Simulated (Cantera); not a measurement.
Adiabatic ignition

An adiabatic, constant-volume homogeneous reactor starts with CO : H₂ : O₂ : N₂ = 1 : 0.64 : 2.48 : 9.34 (molar parts), equivalence ratio 0.33, at 1475 K and 1700000 Pa.

Computed with Cantera and GRI-Mech 3.0 (53 species, 325 reactions). The hydrogen kinetics of GRI-Mech 3.0 are dated; newer H2 mechanisms differ, most at raised pressure. The pressure lies above the range GRI-Mech 3.0 was tuned for (to about 10 atm).

| t (s) | T (K) | P (bar) | x CO | x H₂ | x O₂ | x HO₂ | x O | x H₂O₂ | x H₂O |
|---|---|---|---|---|---|---|---|---|---|
| 1.00e-6 | 1475 | 17.0 | 0.0743 | 0.0474 | 0.184 | 3.70e-5 | 1.96e-5 | 3.00e-7 | 7.27e-5 |
| 3.35e-6 | 2091 | 23.3 | 0.0464 | 0.000800 | 0.147 | 8.85e-5 | 0.00526 | 1.37e-6 | 0.0452 |
| 1.12e-5 | 2518 | 27.4 | 0.00369 | 0.000234 | 0.131 | 1.78e-5 | 0.00149 | 6.63e-7 | 0.0478 |
| 3.76e-5 | 2538 | 27.5 | 0.00184 | 0.000182 | 0.130 | 1.75e-5 | 0.00121 | 6.96e-7 | 0.0481 |
| 0.000126 | 2536 | 27.5 | 0.00183 | 0.000181 | 0.130 | 1.74e-5 | 0.00119 | 6.92e-7 | 0.0481 |
| 0.000422 | 2530 | 27.5 | 0.00178 | 0.000177 | 0.129 | 1.70e-5 | 0.00116 | 6.80e-7 | 0.0481 |
| 0.00141 | 2516 | 27.3 | 0.00168 | 0.000169 | 0.126 | 1.61e-5 | 0.00107 | 6.53e-7 | 0.0483 |
| 0.00474 | 2501 | 27.1 | 0.00158 | 0.000159 | 0.123 | 1.52e-5 | 0.000983 | 6.23e-7 | 0.0484 |
| 0.0159 | 2498 | 27.1 | 0.00156 | 0.000158 | 0.122 | 1.50e-5 | 0.000967 | 6.17e-7 | 0.0484 |
| 0.0532 | 2498 | 27.1 | 0.00156 | 0.000158 | 0.122 | 1.50e-5 | 0.000967 | 6.17e-7 | 0.0484 |
| 0.178 | 2498 | 27.1 | 0.00156 | 0.000158 | 0.122 | 1.50e-5 | 0.000967 | 6.17e-7 | 0.0484 |
| 0.597 | 2498 | 27.1 | 0.00156 | 0.000158 | 0.122 | 1.50e-5 | 0.000967 | 6.17e-7 | 0.0484 |
| 2.00 | 2498 | 27.1 | 0.00156 | 0.000158 | 0.122 | 1.50e-5 | 0.000967 | 6.17e-7 | 0.0484 |
x: mole fraction; the columns are a selection and need not sum to one.

- time of steepest temperature rise = 2.15 µs
- temperature at 2.00 s = 2498 K
- equilibrium temperature = 2498 K
- x(CO) at 2.00 s = 0.00156 (gas-phase equilibrium 0.00156)
- x(H₂) at 2.00 s = 0.000158 (gas-phase equilibrium 0.000158)
- x(O₂) at 2.00 s = 0.122 (gas-phase equilibrium 0.122)
